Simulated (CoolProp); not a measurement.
Vapour-liquid equilibrium of R143a (1) + dimethyl ether (2) at 0.0835 bar; x and y are mole fractions of (1).

Model: multi-fluid Helmholtz-energy mixture model, Lemmon and Jacobsen 2000 and Wu 2011; pair parameters Bell 2016, in CoolProp.

```csv
x,"bubble temperature, mixture model (K)","bubble temperature, Raoult's law (K)","y, mixture model","y, Raoult's law"
0.05,200.7,201.3,0.192,0.160
0.2,195.7,196.9,0.524,0.485
0.35,192.3,193.5,0.694,0.677
0.5,189.9,190.8,0.799,0.800
0.65,187.9,188.5,0.874,0.884
0.8,186.3,186.6,0.933,0.944
0.95,184.8,184.9,0.984,0.988
```

The largest gap from Raoult's law is -1.2 K in bubble temperature, at x = 0.2. No azeotrope shows between x = 0.05 and 0.95.

Pair parameters are fitted to limited data, so mixtures are less certain than the pure fluids.
